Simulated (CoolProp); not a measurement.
The numbers come from the reference Helmholtz-energy equation of state, de Reuck 1990 in CoolProp.

### Question
Give the vapour pressure (MPa), vapour Z, surface tension (mN/m) of saturated fluorine at 118.4, 131.4, 134.6 K.

### Answer
```
T (K)  p (MPa)  vapour Z  surface tension (mN/m)
-----  -------  --------  ----------------------
118.4     1.49     0.790                    4.93
131.4     2.94     0.654                    2.12
134.6     3.41     0.609                    1.50
```

Surface tension comes from a separate correlation (Mulero 2012).
